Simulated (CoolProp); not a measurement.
The fluid at 447.51 K and 11.2 MPa is throttled through a valve to 2.93 MPa with no heat exchange. The same conditions are run with several fluids, on thermodynamics alone (safety and materials aside).

The numbers come from the reference Helmholtz-energy equation of state of each fluid (n-pentane: Thol 2019; p-xylene: Zhou 2012; R21: Platzer 1990; cyclopentane: Gedanitz 2015; 1,2-dichloroethane: Thol 2015) in CoolProp. The equations of Platzer and Polt are older, rougher fits.

Question: Rank n-pentane, p-xylene, R21, cyclopentane, 1,2-dichloroethane by temperature change (K), highest first.

Answer: p-xylene (+2.0), 1,2-dichloroethane (+0.8), cyclopentane (-0.6), n-pentane (-3.8), R21 (-31.9)

| fluid | final phase | final density (kg/m³) |
|---|---|---|
| n-pentane | liquid | 426 |
| p-xylene | liquid | 719 |
| R21 | two-phase, vapour fraction 0.255 | 379 |
| cyclopentane | liquid | 563 |
| 1,2-dichloroethane | liquid | 998 |
